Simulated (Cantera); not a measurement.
An isothermal, constant-pressure homogeneous reactor starts with 3.19 % H2, 96.8 % O2, equivalence ratio 0.017, at 1423 K and 0.0380 bar.

Computed with Cantera and the H2/O2 subset of GRI-Mech 3.0, which has no nitrogen chemistry. Radical loss at walls, strong at low pressure, is not modelled.

x: mole fraction; the columns are a selection and need not sum to one.

| t (s) | x H2 | x O2 | x OH | x H | x H2O2 |
|---|---|---|---|---|---|
| 5.00e-5 | 0.0319 | 0.968 | 1.76e-7 | ? | 1.31e-10 |
| 0.000155 | 0.0319 | 0.968 | 3.56e-6 | ? | 1.13e-9 |
| 0.000478 | 0.0178 | 0.956 | 0.00540 | ? | 1.27e-7 |
| 0.00148 | 0.000352 | 0.941 | 0.00407 | ? | 8.31e-8 |
| 0.00457 | 0.000300 | 0.945 | 0.00377 | ? | 7.98e-8 |
| 0.0141 | 0.000193 | 0.953 | 0.00304 | ? | 6.96e-8 |
| 0.0437 | 7.07e-5 | 0.962 | 0.00185 | ? | 4.67e-8 |
| 0.135 | 1.41e-5 | 0.966 | 0.000827 | ? | 2.08e-8 |
| 0.418 | 2.22e-6 | 0.967 | 0.000329 | ? | 6.64e-9 |
| 1.29 | 4.02e-7 | 0.967 | 0.000140 | ? | 1.94e-9 |
| 4.00 | 1.29e-7 | 0.967 | 7.97e-5 | ? | 8.90e-10 |

### Question
Fill in the missing entries.

### Answer

- 5.00e-5, x H: 6.76e-8
- 0.000155, x H: 1.10e-6
- 0.000478, x H: 0.00203
- 0.00148, x H: 0.00228
- 0.00457, x H: 0.00177
- 0.0141, x H: 0.000886
- 0.0437, x H: 0.000190
- 0.135, x H: 1.66e-5
- 0.418, x H: 1.03e-6
- 1.29, x H: 7.99e-8
- 4.00, x H: 1.46e-8
